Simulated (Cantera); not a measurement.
# Hydrocarbon pyrolysis for carbon deposition

An isothermal, constant-pressure homogeneous reactor starts with C₃H₈ : H₂ = 1 : 2.1 (molar parts), at 1275 K and 13300 Pa.

Detailed kinetics in Cantera: GRI-Mech 3.0 (53 species, 325 reactions). GRI-Mech 3.0 was tuned for natural gas; its chemistry of propane as a main component is partial and can be far from experiment. GRI-Mech 3.0 stops at C3 and has no aromatics, soot or wall deposition, so with more carbon than oxygen in the feed, carbon stays in small species such as C2H2 where larger ones or solid carbon would form.

```tsv
t (s)	x C₃H₈	x H₂	x C₂H₆	x CH₃	x C₂H₄
3.00e-6	0.323	0.677	4.09e-7	2.11e-5	3.00e-6
1.44e-5	0.322	0.677	7.75e-6	0.000124	8.80e-5
6.89e-5	0.320	0.676	0.000113	0.000726	0.00172
0.000330	0.295	0.665	0.00164	0.00145	0.0200
0.00158	0.192	0.617	0.00751	0.00117	0.0967
0.00758	0.0261	0.543	0.00823	0.000416	0.216
0.0363	0.000292	0.541	0.00216	6.00e-5	0.214
0.174	3.88e-6	0.553	0.000889	2.86e-5	0.183
0.835	1.77e-6	0.578	0.000535	2.28e-5	0.111
4.00	5.97e-7	0.597	0.000263	1.68e-5	0.0538
```
x: mole fraction; the columns are a selection and need not sum to one.

Equilibrium at this temperature and pressure: C₃H₈ 3.52e-7, H₂ 0.530, C₂H₆ 0.000185, CH₃ 1.56e-5, C₂H₄ 0.0402 (gas phase only).
